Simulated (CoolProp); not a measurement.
2000 sccm (0 °C, 1 atm) of nitrogen bubbles through liquid n-perfluorohexane at 296.6 K and leaves saturated at a total pressure of 0.15 MPa (ideal gas phase). Each further row changes one setting.

Values from CoolProp's reference Helmholtz-energy equation of state, Gao 2022.

```
case                      vapour pressure (kPa)  mole fraction of vapour  delivery (mg/min)  delivery (sccm)  change of delivery for a bath 1 K warmer (%)
------------------------  ---------------------  -----------------------  -----------------  ---------------  --------------------------------------------
as stated                                  27.5                    0.183               6760              448                                           5.6
bath temperature 301.6 K                   34.1                    0.228               8890              589                                           5.7
total pressure 0.3 MPa                     27.5                   0.0916               3040              202                                           5.0
```
